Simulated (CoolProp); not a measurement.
o-xylene along the isobar 49.7 bar: Z from the reference equation and from simpler models built on Tc = 630.3 K, pc = 37.37 bar, ω = 0.312; each cubic takes its own stable root.

Model: reference Helmholtz-energy equation of state, Zhou 2012, in CoolProp.

```csv
T (K),phase,reference
556.7,liquid,0.1830
565.8,liquid,0.1841
574.8,liquid,0.1855
583.8,liquid,0.1875
592.9,liquid,0.1902
601.9,liquid,0.1938
611,liquid,0.1988
620,liquid,0.2057
```

Task: How far does each simpler model (van der Waals, Redlich-Kwong, Soave-Redlich-Kwong, Peng-Robinson) lie from the reference over these 8 states: mean and median of the absolute difference, and the worst?

Result: 
- van der Waals: mean 59.4 %, median 60.2 %, worst +63.0 % at 556.7 K and 49.7 bar
- Redlich-Kwong: mean 23.2 %, median 23.4 %, worst +24.5 % at 620 K and 49.7 bar
- Soave-Redlich-Kwong: mean 19.1 %, median 18.8 %, worst +22.5 % at 620 K and 49.7 bar
- Peng-Robinson: mean 6.0 %, median 5.7 %, worst +9.9 % at 620 K and 49.7 bar
